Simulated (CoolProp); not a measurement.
Vapour pressure (bar) of R236FA: the reference equation beside estimates from Tc = 398.1 K, pc = 31.91 bar, ω = 0.377. Clausius-Clapeyron is anchored at 228.4 K with a constant enthalpy of vaporisation of 27.40 kJ/mol.

Computed with CoolProp (reference Helmholtz-energy equation of state, Pan 2012).

```
T (K)  reference  Lee-Kesler  Clausius-Clapeyron  van der Waals  Soave-Redlich-Kwong
-----  ---------  ----------  ------------------  -------------  -------------------
223.1    0.07693     0.07482             0.07735          1.849              0.07601
228.4     0.1090      0.1061              0.1090          2.131               0.1075
233.7     0.1514      0.1476              0.1512          2.442               0.1493
239       0.2065      0.2019              0.2067          2.782               0.2036
244.4     0.2785      0.2730              0.2803          3.161               0.2748
249.7     0.3679      0.3616              0.3732          3.566               0.3633
255       0.4791      0.4723              0.4910          4.004               0.4737
260.3     0.6158      0.6087              0.6388          4.477               0.6097
265.7     0.7853      0.7785              0.8263          4.995               0.7789
271       0.9856      0.9796               1.053          5.541               0.9794
276.3      1.224       1.220               1.330          6.125                1.219
```

Absolute difference from the reference over all 11 rows, mean and median: Lee-Kesler 1.7 and 1.7 %, Clausius-Clapeyron 2.7 and 1.4 %, van der Waals 1053.1 and 869.3 %, Soave-Redlich-Kwong 1.1 and 1.2 %.
